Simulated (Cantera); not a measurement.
Charge: 1 mol Si, a varied amount of F₂, 25 mol H₂, held at 677 °C and 1.30 mbar.

These are equilibrium values from Cantera (NASA tables, ideal gas, pure condensed phases), not measurements of a reactor. Candidate condensed phases: Si; 25 gas species. The tables' values for SiF₃ are old estimates; treat these amounts as uncertain. Equilibrium is a limit: real reactors are often held back by kinetics, nucleation or transport.

x: gas mole fraction; n: condensed amount in mol.

| n(F₂) (mol) | x H₂ | x HF | x SiF₄ | x SiHF₃ | x SiF₃ | n Si(s) |
|---|---|---|---|---|---|---|
| 1.1 | 0.978 | 1.86e-5 | 0.0207 | 0.000993 | 8.26e-5 | 0.443 |
| 1.3 | 0.974 | 1.93e-5 | 0.0244 | 0.00112 | 9.34e-5 | 0.342 |
| 1.7 | 0.967 | 2.06e-5 | 0.0318 | 0.00136 | 0.000114 | 0.140 |
| 2.2 | 0.947 | ? | 0.0382 | ? | 1.82e-7 | 0 |
| 2.8 | 0.903 | 0.0597 | 0.0373 | 5.14e-7 | 4.45e-8 | 0 |
| 3.5 | 0.855 | 0.109 | 0.0364 | 2.59e-7 | 2.31e-8 | 0 |
| 4.5 | 0.789 | 0.175 | 0.0351 | 1.44e-7 | 1.33e-8 | 0 |
| 5.7 | ? | ? | 0.0337 | ? | 8.57e-9 | 0 |
| 7.2 | 0.635 | 0.333 | 0.0321 | 5.56e-8 | 5.74e-9 | 0 |
| 9.2 | 0.536 | 0.434 | 0.0301 | 3.39e-8 | 3.81e-9 | 0 |

What belongs in the gaps?


- 5.7, x H₂: 0.717
- 5.7, x HF: 0.249
- 5.7, x SiHF₃: 8.82e-8
- 2.2, x HF: 0.0153
- 2.2, x SiHF₃: 2.15e-6
